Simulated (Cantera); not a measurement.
Charge: 1 mol PbO, 1400 mol H2, 0.61 mol H2O, at 6400 Pa.

These are equilibrium values from Cantera (NASA tables, ideal gas, pure condensed phases), not measurements of a reactor. Candidate condensed phases: H2O, Pb, PbO, PbO2, Pb3O4; 12 gas species. Rates play no part.

**Question.** Which condensed phases are stable at each of these points (T (°C)): 350, 550, 750, 950, 1150, 1350, 1550, 1750, 1950?

**Answer.** 
```tsv
T (°C)	condensed phases	Pb condensed (%)
350	Pb(l)	100.0
550	Pb(l)	99.7
750	Pb(l)	41.6
950	gas only	0.0
1150	gas only	0.0
1350	gas only	0.0
1550	gas only	0.0
1750	gas only	0.0
1950	gas only	0.0
```

From 350 °C to 750 °C the condensed part is Pb(l). From 950 °C to 1950 °C nothing is condensed.
